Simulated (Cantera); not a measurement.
Input: 1 mol AlN, 0.33 mol Cl2, 1.8 mol N2, equilibrated at 2000 Pa.

Equilibrium computed with Cantera from the NASA thermochemical tables; the gas is ideal and each condensed phase is pure. Candidate condensed phases: Al, AlCl3, AlN; 11 gas species. The tables' values for AlCl2 are old estimates; treat these amounts as uncertain. Equilibrium is a limit: real reactors are often held back by kinetics, nucleation or transport. All values below are at 927 °C.

Base state: N2 0.897, AlCl3 0.103, AlCl2 0.000138 (mole fractions); condensed: AlN(s).

Task: What changes in the equilibrium state with this change: AlN replaced by Fe?

Result: 
```csv
species,before,after
N2,0.897,0.845
FeCl2,0,0.154
Fe2Cl4,0,0.000314
AlCl3,0.103,0
AlCl2,0.000138,0
FeCl3,0,1.56e-5
"AlN(s), mol",0.780,0
"Fe(γ), mol",0,0.670
```
Further candidate phases: Fe, FeCl2, FeCl3.
